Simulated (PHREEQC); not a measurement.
A solution holds 170 mmol/kgw Na3PO4, at 25 °C. Closed to the air; pH follows from the charge balance.

All values are PHREEQC results (ion-association model, wateq4f.dat), not measurements.

Each row changes one thing in this solution. No solid was allowed to form.

| case | pH | ionic strength (mol/kgw) |
|---|---|---|
| as made | 12.19 | 0.959 |
| 0.11 mol/kgw TMAH added | … | … |
| Na3PO4 from 0.17 to 0.153 mol/kgw | 12.18 | 0.860 |
| 0.043 mol/kgw KNO3 added | 12.19 | 1.00 |
| Na3PO4 replaced by NaCl at the same molality | 6.98 | 0.170 |
| Na3PO4 from 0.17 to 0.255 mol/kgw | … | 1.45 |
| Na3PO4 from 0.17 to 0.085 mol/kgw | … | … |

Q: What belongs in the gaps?

A: 
- 0.11 mol/kgw TMAH added, pH: 12.83
- 0.11 mol/kgw TMAH added, ionic strength (mol/kgw): 1.11
- Na3PO4 from 0.17 to 0.255 mol/kgw, pH: 12.26
- Na3PO4 from 0.17 to 0.085 mol/kgw, pH: 12.10
- Na3PO4 from 0.17 to 0.085 mol/kgw, ionic strength (mol/kgw): 0.467

The ionic strength passes 0.7 mol/kgw, the rough limit of the ion-association models, in as made; 0.11 mol/kgw TMAH added; Na3PO4 from 0.17 to 0.153 mol/kgw; 0.043 mol/kgw KNO3 added; Na3PO4 from 0.17 to 0.255 mol/kgw. H3PO4, which wateq4f.dat lacks, is added to it with the constant of phreeqc.dat.
